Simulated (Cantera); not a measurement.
An adiabatic, constant-volume homogeneous reactor starts with CH4 : O2 : N2 = 1 : 3.23 : 14.2 (molar parts), at 1375 K and 500000 Pa. Integrator tolerance rtol = 1e-08.

Computed with Cantera and GRI-Mech 3.0 (53 species, 325 reactions).

```csv
quantity,before,after
time of steepest temperature rise,1.09 ms,81.9 µs
temperature at 0.400 s,2632 K,2783 K
equilibrium temperature,2632 K,2783 K
x(CH4) at 0.400 s,<1e-12 (gas-phase equilibrium <1e-12),<1e-12 (gas-phase equilibrium <1e-12)
x(O2) at 0.400 s,0.0587 (gas-phase equilibrium 0.0587),0.0575 (gas-phase equilibrium 0.0575)
x(H2) at 0.400 s,0.00148 (gas-phase equilibrium 0.00148),0.00284 (gas-phase equilibrium 0.00284)
x(NO2) at 0.400 s,1.91e-5 (gas-phase equilibrium 1.91e-5),1.92e-5 (gas-phase equilibrium 1.92e-5)
x(O) at 0.400 s,0.00211 (gas-phase equilibrium 0.00211),0.00420 (gas-phase equilibrium 0.00420)
x(NO) at 0.400 s,0.0149 (gas-phase equilibrium 0.0149),0.0184 (gas-phase equilibrium 0.0184)
```

**Question.** Which change was made?
A. constant pressure in place of constant volume
B. initial temperature 1375 to 1800 K
C. initial temperature 1375 to 1650 K
D. pressure from 500000 Pa to 960000 Pa

**Answer.** C, initial temperature 1375 to 1650 K
